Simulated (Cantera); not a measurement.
**NO annealing gas**

An isothermal, constant-pressure homogeneous reactor starts with NO : N2 = 1 : 1.4 (molar parts), at 1975 K and 0.0132 atm.

Computed with Cantera and GRI-Mech 3.0 (53 species, 325 reactions). Radical loss at walls, strong at low pressure, is not modelled.

```
t (s)       x NO      x O2   x N2     x NO2       x O
--------  ------  --------  -----  --------  --------
0.000200   0.417  3.36e-10  0.583  2.93e-10   4.48e-7
0.000478   0.417   1.91e-9  0.583   1.64e-9   1.08e-6
0.00114    0.417   1.10e-8  0.583   9.11e-9   2.59e-6
0.00274    0.417   6.39e-8  0.583   4.84e-8   6.30e-6
0.00654    0.417   3.78e-7  0.583   2.35e-7   1.56e-5
0.0156     0.417   2.35e-6  0.583   9.65e-7   4.05e-5
0.0374     0.416   1.59e-5  0.583   3.07e-6  0.000109
0.0894     0.416  0.000112  0.583   6.78e-6  0.000269
0.214      0.415  0.000625  0.584   9.98e-6  0.000470
0.511      0.411   0.00233  0.586   1.22e-5  0.000567
1.22       0.402   0.00681  0.590   1.59e-5  0.000658
2.92       0.379    0.0185  0.602   2.25e-5  0.000842
6.99       0.317    0.0490  0.633   3.06e-5   0.00118
16.7       0.186     0.114  0.698   2.80e-5   0.00167
40.0      0.0501     0.182  0.766   9.64e-6   0.00206
```
x: mole fraction; the columns are a selection and need not sum to one.

Equilibrium at this temperature and pressure: NO 0.00706, O2 0.203, N2 0.787, NO2 1.44e-6, O 0.00217 (gas phase only).
